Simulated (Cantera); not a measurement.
**Thermodynamics of boron, boron nitride and boron oxide, feed B + N2**

Feed: 1 mol B, 1.7 mol N2.

Method: chemical equilibrium by Gibbs-energy minimisation in Cantera with the NASA 1993 tables (ideal gas, pure condensed phases). Candidate condensed phases: B, BN; 5 gas species. Rates play no part.

Stable condensed phases:

```
T in °C \ P in Pa
             10     46    220   1000   4600  22000 100000
   1977       A      A      A      B      B      B      B
   1927       A      A      B      B      B      B      B
   1877       A      A      B      B      B      B      B
   1827       A      A      B      B      B      B      B
   1777       A      B      B      B      B      B      B
   1727       A      B      B      B      B      B      B
   1677       B      B      B      B      B      B      B
   1627       B      B      B      B      B      B      B
   1577       B      B      B      B      B      B      B
   1527       B      B      B      B      B      B      B
   1477       B      B      B      B      B      B      B
   1427       B      B      B      B      B      B      B
   1377       B      B      B      B      B      B      B
   1327       B      B      B      B      B      B      B
```

A: B; B: BN.
